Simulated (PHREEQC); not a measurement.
Copper plating or etch bath (model solution)

Solution (30 °C): 0.055 mol/kgw CuCl2, 0.00088 mol/kgw HBF4 and 0.00024 mol/kgw FeCl3. Closed to the air; pH follows from the charge balance.

Computed with PHREEQC (ion-association model, phreeqc.dat).

| Quantity | Result |
|---|---|
| pH | 2.84 |
| ionic strength | 0.154 mol/kgw |
| density | 1.002 g/cm³ |
| total alkalinity | -4.00 meq/kg |

| species | molality | activity | log γ |
|---|---|---|---|
| Cl- | 0.104 | 0.0765 | -0.135 |
| Cu+2 | 0.0485 | 0.0170 | -0.455 |
| CuCl+ | 0.00605 | 0.00446 | -0.133 |
| H+ | 0.00180 | 0.00145 | -0.093 |
| HF | 0.00141 | 0.00146 | 0.015 |
| F- | 0.000842 | 0.000611 | -0.139 |
| H3BO3 | 0.000752 | 0.000779 | 0.015 |
| CuF+ | 0.000262 | 0.000198 | -0.121 |
| CuCl2 | 0.000186 | 0.000193 | 0.015 |
| FeF2+ | 0.000133 | 0.000100 | -0.123 |
| FeF3 | 9.51e-5 | 9.86e-5 | 0.015 |
| BF4- | 8.02e-5 | 6.07e-5 | -0.121 |
| BF2(OH)2- | 2.50e-5 | 1.89e-5 | -0.121 |

This is a speciation only: nothing precipitates in the calculation. Examples of supersaturated solids here: Hematite (slow to form), Goethite (slow to form). Others may be too. Complexes and solids missing from the database can't appear. Real BF4- forms and hydrolyses slowly; the run takes it at equilibrium. Fluoro complexes past AlF4- and FeF3 are missing from the database.
